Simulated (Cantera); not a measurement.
## Ignition delay

Mixture: 16.1 % CO, 4.03 % H₂, 16.7 % O₂, 63.1 % N₂, at 4.70 bar, adiabatic and at constant pressure. Ignition delay is the time to a rise of 400 K.

Detailed kinetics in Cantera: GRI-Mech 3.0 (53 species, 325 reactions). The hydrogen kinetics of GRI-Mech 3.0 are dated; newer H2 mechanisms differ, most at raised pressure. Where the delays flatten at high temperature, the 400 K rule measures the pace of heat release, not the induction time.

```
T0 (K)  delay (ms)
------  ----------
1200        0.0324
1250        0.0218
1300        0.0165
1350        0.0134
1400        0.0114
1450        0.0101
```
